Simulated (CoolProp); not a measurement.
Saturation properties of isohexane (Tc = 497.7 K, pc = 3043 kPa, ω = 0.280).

Values from CoolProp's reference Helmholtz-energy equation of state, Lemmon 2006. It is a short technical equation, of lower accuracy than the large ones.

```
T (K)  p (kPa)  vapour density (kg/m³)  enthalpy of vaporisation (kJ/kg)
-----  -------  ----------------------  --------------------------------
335.9    109.8                   3.570                             321.2
342.7    135.1                   4.344                             316.1
349.4    164.3                   5.230                             310.9
356.2    198.7                   6.268                             305.5
362.9    237.8                   7.443                             300.0
369.7    283.1                   8.808                             294.2
376.4    334.0                   10.34                             288.3
383.2    392.3                   12.11                             282.0
390      458.0                   14.12                             275.4
396.7    530.5                   16.36                             268.7
403.5    612.5                   18.93                             261.5
410.2    702.3                   21.81                             254.1
417      803.1                   25.11                             246.1
423.7    912.6                   28.79                             237.8
```

It boils at 333.4 K under 1 atm.
